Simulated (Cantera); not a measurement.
## Stirred combustor or abatement burner

A perfectly stirred reactor is fed with 14.7 % H2, 17.9 % O2, 67.4 % N2, equivalence ratio 0.41, at 1.00 atm; it is adiabatic with a 473 K inlet, and is followed from long to short residence time, starting on the burning branch (τ in s: 0.27, 0.1, 0.041, 0.016, 0.0063, 0.0025, 0.00097, 0.00038, 0.00015, 5.8e-05, 2.3e-05, 9e-06).

Model: the H2/O2 subset of GRI-Mech 3.0, which has no nitrogen chemistry, integrated in Cantera.

```tsv
τ (s)	T (K)	x H2	x O2	x HO2	x H2O2	x H
0.27	1595	6.39e-5	0.114	1.55e-6	1.15e-7	4.27e-6
0.10	1593	0.000123	0.114	2.83e-6	1.81e-7	1.15e-5
0.041	1590	0.000223	0.114	4.84e-6	2.69e-7	2.82e-5
0.016	1585	0.000415	0.114	8.39e-6	4.03e-7	7.24e-5
0.0063	1578	0.000766	0.113	1.40e-5	5.94e-7	0.000183
0.0025	1564	0.00140	0.113	2.21e-5	8.76e-7	0.000452
0.00097	1540	0.00256	0.113	3.31e-5	1.33e-6	0.00110
0.00038	1498	0.00467	0.113	4.64e-5	2.12e-6	0.00253
0.00015	1430	0.00879	0.115	6.21e-5	3.69e-6	0.00526
5.8e-5	1309	0.0203	0.120	8.58e-5	7.30e-6	0.00923
2.3e-5	473	0.147	0.179	<1e-12	<1e-12	<1e-12
9.0e-6	473	0.147	0.179	<1e-12	<1e-12	<1e-12
```
x: mole fraction; the columns are a selection and need not sum to one.
